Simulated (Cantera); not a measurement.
Input (Python, Cantera):

```python
import numpy as np
import cantera as ct

gas = ct.Solution("h2o2.yaml")
gas.TPX = 500, 500000, {'H2': 1, 'O2': 0.641, 'N2': 1.7}
inlet = ct.Reservoir(gas, clone=True)
gas.equilibrate("HP")  # start burning
reactor = ct.IdealGasConstPressureReactor(gas, energy="on", clone=False)
exhaust = ct.Reservoir(gas, clone=True)
tau = [0.024, 0.013, 0.0074, 0.0041, 0.0022, 0.0012, 0.00068, 0.00037, 0.0002, 0.00011, 6.2e-05, 3.4e-05, 1.9e-05][0]
for a, b in ((inlet, reactor), (reactor, exhaust)):
    ct.MassFlowController(a, b, mdot=lambda t: reactor.mass / tau)
net = ct.ReactorNet([reactor])
show = ['H2', 'O2', 'OH', 'HO2', 'O']

rows = []
print(f"{'tau/s':>10s}{'T/K':>9s}" + "".join(f"{s:>11s}" for s in show))
for tau in [0.024, 0.013, 0.0074, 0.0041, 0.0022, 0.0012, 0.00068, 0.00037, 0.0002, 0.00011, 6.2e-05, 3.4e-05, 1.9e-05]:
    net.initial_time = 0.0
    net.advance(30 * tau)
    before = gas.X
    net.advance(40 * tau)
    drift = np.max(np.abs(gas.X - before) / (gas.X + 1e-9))
    rows.append([gas.T, *gas[show].X, drift])
    print(f"{tau:10.3e}{gas.T:9.1f}" + "".join(f"{x:11.3e}" for x in gas[show].X))
```

It prints:

```
     tau/s      T/K         H2         O2         OH        HO2          O
 2.400e-02   2581.8  6.074e-03  4.754e-02  1.571e-02  1.579e-05  2.114e-03
 1.300e-02   2581.5  6.104e-03  4.755e-02  1.573e-02  1.580e-05  2.121e-03
 7.400e-03   2580.8  6.152e-03  4.756e-02  1.577e-02  1.582e-05  2.134e-03
 4.100e-03   2579.7  6.243e-03  4.757e-02  1.584e-02  1.586e-05  2.158e-03
 2.200e-03   2577.5  6.418e-03  4.761e-02  1.597e-02  1.595e-05  2.204e-03
 1.200e-03   2573.5  6.727e-03  4.767e-02  1.620e-02  1.610e-05  2.286e-03
 6.800e-04   2566.9  7.233e-03  4.777e-02  1.658e-02  1.638e-05  2.424e-03
 3.700e-04   2554.6  8.168e-03  4.797e-02  1.725e-02  1.696e-05  2.687e-03
 2.000e-04   2533.2  9.763e-03  4.832e-02  1.833e-02  1.819e-05  3.158e-03
 1.100e-04   2499.3  1.220e-02  4.891e-02  1.981e-02  2.067e-05  3.926e-03
 6.200e-05   2451.3  1.553e-02  4.982e-02  2.148e-02  2.527e-05  5.046e-03
 3.400e-05   2382.6  2.003e-02  5.126e-02  2.315e-02  3.395e-05  6.667e-03
 1.900e-05   2297.8  2.522e-02  5.325e-02  2.426e-02  4.784e-05  8.635e-03
```

Cantera simulation using the H2/O2 subset of GRI-Mech 3.0, which has no nitrogen chemistry; the numbers are that mechanism's predictions, not measurements. The hydrogen kinetics of GRI-Mech 3.0 are dated; newer H2 mechanisms differ, most at raised pressure.
